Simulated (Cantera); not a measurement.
## Ignition delay

Mixture: 17.5 % CO, 3.15 % H2, 16.7 % O2, 62.7 % N2, equivalence ratio 0.62, at 9.87 atm, adiabatic and at constant volume. Ignition delay is the time to a rise of 400 K.

Cantera simulation using GRI-Mech 3.0 (53 species, 325 reactions); the numbers are that mechanism's predictions, not measurements. The hydrogen kinetics of GRI-Mech 3.0 are dated; newer H2 mechanisms differ, most at raised pressure. Where the delays flatten at high temperature, the 400 K rule measures the pace of heat release, not the induction time.

| T0 (K) | delay (ms) |
|---|---|
| 950 | 15.6 |
| 1050 | 1.29 |
| 1150 | 0.131 |
| 1250 | 0.0195 |
| 1350 | 0.00778 |
| 1450 | 0.00479 |
| 1550 | 0.00356 |
| 1650 | 0.00293 |
